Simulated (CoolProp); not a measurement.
A single-stage vapour-compression cycle with R125: evaporating at 209.15 K (dew point), condensing at 256.15 K (bubble point), superheat 10 K, subcooling 0 K, compressor efficiency 0.65, no pressure losses. Each further row changes one setting.

Model: reference Helmholtz-energy equation of state, Lemmon 2005, in CoolProp.

```csv
case,cooling COP,pressure ratio,discharge temperature (K),refrigerating effect (kJ/kg),volumetric capacity (kJ/m³)
as stated,2.31,8.72,298.9,126,365
evaporating temperature 214.15 K,2.72,6.56,294.0,129,488
condensing temperature 251.15 K,2.66,7.24,291.8,132,382
subcooling 5 K,2.42,8.72,298.9,132,382
superheat 20 K,2.32,8.72,310.1,132,367
compressor efficiency 0.55,1.95,8.72,310.7,126,365
```
